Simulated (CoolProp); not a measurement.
Benzene along the isobar 28 MPa: density (kg/m³) from the reference equation and from simpler models built on Tc = 562.0 K, pc = 4.906 MPa, ω = 0.211; each cubic takes its own stable root.

The numbers come from the reference Helmholtz-energy equation of state, Thol 2012 in CoolProp.

```
T (K)          phase  reference  van der Waals  Soave-Redlich-Kwong  Peng-Robinson
-----  -------------  ---------  -------------  -------------------  -------------
433.8         liquid      767.1          513.6                719.5          807.3
449.3         liquid      752.1          507.7                706.0          791.9
464.8         liquid      737.0          501.7                692.0          775.8
480.3         liquid      721.7          495.6                677.6          759.2
495.9         liquid      706.2          489.5                662.6          741.8
511.4         liquid      690.6          483.3                647.3          724.0
526.9         liquid      674.7          477.0                631.7          705.7
542.4         liquid      658.7          470.7                615.6          686.8
557.9         liquid      642.4          464.4                599.2          667.5
573.4  supercritical      625.9          457.9                582.5          647.7
589    supercritical      609.1          451.4                565.5          627.5
604.5  supercritical      592.2          444.8                548.4          607.2
620    supercritical      575.2          438.2                531.2          586.8
```
